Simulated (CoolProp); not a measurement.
Vapour-liquid equilibrium of R134a (1) + R1234yf (2) at 42.95 °C; x and y are mole fractions of (1).

Computed with CoolProp (multi-fluid Helmholtz-energy mixture model, Tillner-Roth 1994 and Lemmon 2022; pair parameters Bell 2022).

Task: Give the bubble pressure and the first vapour's composition at x = 0.05, 0.15, 0.85. Is there an azeotrope?

Result: x = 0.05: 1107 kPa, y = 0.056; x = 0.15: 1124 kPa, y = 0.163; x = 0.85: 1127 kPa, y = 0.837. y crosses x between x = 0.45 and 0.55: the model has an azeotrope there.

Pair parameters are fitted to limited data, so mixtures are less certain than the pure fluids.
